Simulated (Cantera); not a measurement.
# Ignition delay

Mixture: 7.76 % CH₄, 1.32 % H₂, 17.8 % O₂, 66.8 % N₂, 6.36 % H₂O, equivalence ratio 0.91, at 9.87 atm, adiabatic and at constant volume. Ignition delay is the time to a rise of 400 K.

Computed with Cantera and GRI-Mech 3.0 (53 species, 325 reactions).

| T0 (K) | delay (ms) |
|---|---|
| 1150 | 1.62 |
| 1225 | 0.756 |
| 1300 | 0.402 |
| 1375 | 0.225 |
| 1450 | 0.128 |
| 1525 | 0.0731 |
| 1600 | 0.0423 |
| 1675 | 0.0249 |

The apparent activation energy between 1525 and 1675 K is 150 kJ/mol.
